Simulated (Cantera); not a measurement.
An adiabatic, constant-volume homogeneous reactor starts with H₂ : O₂ : N₂ = 1 : 0.238 : 0.895 (molar parts), equivalence ratio 2.1, at 1675 K and 1.01 bar.

Cantera simulation using the H2/O2 subset of GRI-Mech 3.0, which has no nitrogen chemistry; the numbers are that mechanism's predictions, not measurements.

Predict: time of steepest temperature rise; temperature at 0.900 s; equilibrium temperature; x(H₂) at 0.900 s; x(O₂) at 0.900 s; x(O) at 0.900 s; x(HO₂) at 0.900 s; x(H₂O₂) at 0.900 s.

time of steepest temperature rise: 8.39 µs
temperature at 0.900 s: 2979 K
equilibrium temperature: 2979 K
x(H₂) at 0.900 s: 0.249 (gas-phase equilibrium 0.249)
x(O₂) at 0.900 s: 0.000830 (gas-phase equilibrium 0.000830)
x(O) at 0.900 s: 0.00236 (gas-phase equilibrium 0.00236)
x(HO₂) at 0.900 s: 1.08e-6 (gas-phase equilibrium 1.08e-6)
x(H₂O₂) at 0.900 s: 1.38e-7 (gas-phase equilibrium 1.38e-7)
